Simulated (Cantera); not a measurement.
A closed system holds: 1 mol TiO2, 4.6 mol C, 0.57 mol H2, held at 71.0 Pa.

Equilibrium computed with Cantera from the NASA thermochemical tables; the gas is ideal and each condensed phase is pure. Candidate condensed phases: C, C6H6, C7H8, C8H18, H2O, Ti, TiC, TiO, TiO2, Ti2O3, Ti3O5, Ti4O7; 113 gas species. TiC: taken at fixed stoichiometry. Rates play no part.

Task: At 1502 °C, list the 4 most abundant gas species with their mole fractions, and the condensed phases.

Result: CO 0.776, H2 0.219, H 0.00508, C2H2 (acetylene) 3.11e-5. Condensed: C(graphite) + TiC(s).
